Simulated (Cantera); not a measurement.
Feed: 1 mol SiC, 1 mol N2O, 16 mol N2, equilibrated at 0.133 bar.

Cantera equilibrium calculation (NASA polynomials, part measured and part estimated; ideal gas, pure solids and liquids). Candidate condensed phases: C, Si, SiC, SiO2, Si2N2O, Si3N4; 34 gas species. Mutual solubility and eutectic melting of coexisting phases are not modelled. Kinetics and transport are ignored. All values below are at 1848 K.

Base state: N2 0.958, CO 0.0364, SiO 0.00531 (mole fractions); condensed: SiC(s) + Si2N2O(s).

### Question
What changes in the equilibrium state with this change: SiC replaced by Si3N4?

### Answer
```json
[
 {"species": "N2", "before": "0.958", "after": "0.997"},
 {"species": "SiO", "before": "0.00531", "after": "0.00268"},
 {"species": "Si", "before": "6.72e-6", "after": "1.28e-5"},
 {"species": "CO", "before": "0.0364", "after": "0"},
 {"species": "SiC(s), mol", "before": "0.364", "after": "0"},
 {"species": "Si2N2O(s), mol", "before": "0.271", "after": "0.953"},
 {"species": "Si3N4(s), mol", "before": "0", "after": "0.349"}
]
```
